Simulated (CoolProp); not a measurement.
Properties of ethylene along the isobar 34.2 bar.

Model: reference Helmholtz-energy equation of state, Smukala 2000, in CoolProp.

```
T (K)   phase       Z  speed of sound (m/s)  fugacity coefficient
-----  ------  ------  --------------------  --------------------
205.6  liquid  0.1086                  1061                0.1642
229.3  liquid  0.1059                 863.3                0.3382
253    liquid  0.1086                 630.1                0.5805
276.7     gas  0.6827                 258.4                0.7615
300.4     gas  0.7811                 288.2                0.8170
324.1     gas  0.8379                 309.7                0.8564
347.8     gas  0.8758                 327.3                0.8858
371.5     gas  0.9030                 342.8                0.9084
```
